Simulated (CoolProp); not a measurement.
Vapour-liquid equilibrium of propane (1) + c-C4F8 (RC318) (2) at 16.35 °C; x and y are mole fractions of (1).

Computed with CoolProp (multi-fluid Helmholtz-energy mixture model, Lemmon 2009 and Platzer 1990; pair parameters Bell 2016). This equation is an older, rougher fit; its heat capacities, sound speeds and derivatives of the liquid may be far off and weren't checked against measurements.

```csv
x,"bubble pressure, mixture model (bar)","bubble pressure, Raoult's law (bar)","y, mixture model","y, Raoult's law"
0.05,___,2.610,0.258,0.145
0.2,___,3.396,0.570,0.447
0.35,___,4.182,___,0.635
0.5,___,4.968,___,0.764
0.65,7.166,5.754,0.794,0.857
0.8,___,6.540,___,0.928
0.95,7.632,7.326,0.949,0.984
```

Complete the blanks.


- 0.05, bubble pressure, mixture model (bar): 3.093
- 0.2, bubble pressure, mixture model (bar): 4.890
- 0.35, bubble pressure, mixture model (bar): 6.032
- 0.35, y, mixture model: 0.684
- 0.5, bubble pressure, mixture model (bar): 6.718
- 0.5, y, mixture model: 0.746
- 0.8, bubble pressure, mixture model (bar): 7.489
- 0.8, y, mixture model: 0.852

The largest gap from Raoult's law is +44.2 % in bubble pressure, at x = 0.35. y crosses x between x = 0.8 and 0.95: the model has an azeotrope there.

Pair parameters are fitted to limited data, so mixtures are less certain than the pure fluids.
